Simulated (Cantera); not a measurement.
An adiabatic, constant-pressure homogeneous reactor starts with CH4 : O2 : N2 = 1 : 2.02 : 7.6 (molar parts), at 1773 K and 5.00 bar. Integrator tolerance rtol = 1e-08.

Detailed kinetics in Cantera: GRI-Mech 3.0 (53 species, 325 reactions).

**Question.** What does this change do: pressure from 5.00 bar to 4.10 bar?

**Answer.** 
| quantity | before | after |
|---|---|---|
| time of steepest temperature rise | 34.4 µs | 40.4 µs |
| temperature at 1.00 s | 2954 K | 2938 K |
| equilibrium temperature | 2954 K | 2938 K |
| x(CH4) at 1.00 s | <1e-12 (gas-phase equilibrium <1e-12) | <1e-12 (gas-phase equilibrium <1e-12) |
| x(O2) at 1.00 s | 0.0195 (gas-phase equilibrium 0.0195) | 0.0199 (gas-phase equilibrium 0.0199) |
| x(CO) at 1.00 s | 0.0426 (gas-phase equilibrium 0.0426) | 0.0432 (gas-phase equilibrium 0.0432) |
| x(CH3) at 1.00 s | <1e-12 (gas-phase equilibrium <1e-12) | <1e-12 (gas-phase equilibrium <1e-12) |
| x(O) at 1.00 s | 0.00604 (gas-phase equilibrium 0.00604) | 0.00639 (gas-phase equilibrium 0.00639) |

**Question.** What does this change do: pressure from 5.00 bar to 0.470 bar?

**Answer.** 
```json
[
 {"quantity": "time of steepest temperature rise", "before": "34.4 µs", "after": "0.266 ms"},
 {"quantity": "temperature at 1.00 s", "before": "2954 K", "after": "2762 K"},
 {"quantity": "equilibrium temperature", "before": "2954 K", "after": "2762 K"},
 {"quantity": "x(CH4) at 1.00 s", "before": "<1e-12 (gas-phase equilibrium <1e-12)", "after": "<1e-12 (gas-phase equilibrium <1e-12)"},
 {"quantity": "x(O2) at 1.00 s", "before": "0.0195 (gas-phase equilibrium 0.0195)", "after": "0.0246 (gas-phase equilibrium 0.0246)"},
 {"quantity": "x(CO) at 1.00 s", "before": "0.0426 (gas-phase equilibrium 0.0426)", "after": "0.0484 (gas-phase equilibrium 0.0484)"},
 {"quantity": "x(CH3) at 1.00 s", "before": "<1e-12 (gas-phase equilibrium <1e-12)", "after": "<1e-12 (gas-phase equilibrium <1e-12)"},
 {"quantity": "x(O) at 1.00 s", "before": "0.00604 (gas-phase equilibrium 0.00604)", "after": "0.0108 (gas-phase equilibrium 0.0108)"}
]
```
